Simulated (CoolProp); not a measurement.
The numbers come from the reference Helmholtz-energy equation of state, Span 2000 in CoolProp.

For nitrogen, give the phase and the cp (kJ/(kg K)), cv (kJ/(kg K)) at -159.35 °C and 101 kPa; 118.75 °C and 101 kPa.


- -159.35 °C and 101 kPa: gas; cp 1.06, cv 0.748
- 118.75 °C and 101 kPa: gas; cp 1.04, cv 0.747
